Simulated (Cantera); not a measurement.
Input: 1 mol SiF4, a varied amount of N2O, 2.8 mol O3, at 1575 K and 13.3 mbar.

Cantera equilibrium calculation (NASA polynomials, part measured and part estimated; ideal gas, pure solids and liquids). Candidate condensed phases: Si, SiO2, Si2N2O, Si3N4; 28 gas species. Equilibrium is a limit: real reactors are often held back by kinetics, nucleation or transport.

x: gas mole fraction; nothing condenses.

```json
[
 {"n(N2O) (mol)": "0.27", "x O2": "0.773", "x N2": "0.0478", "x SiF4": "0.178", "x NO": "0.000820", "x O": "8.15e-5", "x F": "1.03e-5"},
 {"n(N2O) (mol)": "0.48", "x O2": "0.749", "x N2": "0.0806", "x SiF4": "0.169", "x NO": "0.00105", "x O": "8.03e-5", "x F": "1.01e-5"},
 {"n(N2O) (mol)": "0.85", "x O2": "0.714", "x N2": "0.131", "x SiF4": "0.154", "x NO": "0.00130", "x O": "7.83e-5", "x F": "9.72e-6"},
 {"n(N2O) (mol)": "1.5", "x O2": "0.664", "x N2": "0.201", "x SiF4": "0.134", "x NO": "0.00156", "x O": "7.55e-5", "x F": "9.22e-6"},
 {"n(N2O) (mol)": "2.7", "x O2": "…", "x N2": "…", "x SiF4": "…", "x NO": "…", "x O": "7.18e-5", "x F": "…"},
 {"n(N2O) (mol)": "4.7", "x O2": "…", "x N2": "…", "x SiF4": "…", "x NO": "0.00193", "x O": "6.77e-5", "x F": "…"},
 {"n(N2O) (mol)": "8.3", "x O2": "0.472", "x N2": "0.469", "x SiF4": "0.0567", "x NO": "0.00201", "x O": "6.37e-5", "x F": "6.82e-6"},
 {"n(N2O) (mol)": "15", "x O2": "0.421", "x N2": "0.540", "x SiF4": "0.0361", "x NO": "0.00204", "x O": "6.02e-5", "x F": "5.93e-6"},
 {"n(N2O) (mol)": "26", "x O2": "0.388", "x N2": "0.587", "x SiF4": "0.0226", "x NO": "0.00204", "x O": "5.78e-5", "x F": "5.16e-6"}
]
```

Complete the blanks.


- 4.7, x O2: 0.534
- 4.7, x N2: 0.383
- 4.7, x SiF4: 0.0816
- 4.7, x F: 7.71e-6
- 2.7, x O2: 0.599
- 2.7, x N2: 0.291
- 2.7, x SiF4: 0.108
- 2.7, x NO: 0.00178
- 2.7, x F: 8.51e-6
